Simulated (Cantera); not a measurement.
Mixture: CO : H2 : O2 : N2 = 1 : 0.13 : 0.471 : 1.55 (molar parts), equivalence ratio 1.2, at 1000000 Pa, adiabatic and at constant pressure. Ignition delay is the time to a rise of 400 K.

Cantera simulation using GRI-Mech 3.0 (53 species, 325 reactions); the numbers are that mechanism's predictions, not measurements. The hydrogen kinetics of GRI-Mech 3.0 are dated; newer H2 mechanisms differ, most at raised pressure. Where the delays flatten at high temperature, the 400 K rule measures the pace of heat release, not the induction time.

Q: Predict: delay at 1275 K; delay at 1375 K; delay at 1475 K; delay at 1575 K; delay at 1675 K; delay at 1775 K.

A: 
- delay at 1275 K: 11.9 µs
- delay at 1375 K: 5.73 µs
- delay at 1475 K: 3.74 µs
- delay at 1575 K: 2.84 µs
- delay at 1675 K: 2.35 µs
- delay at 1775 K: 2.06 µs
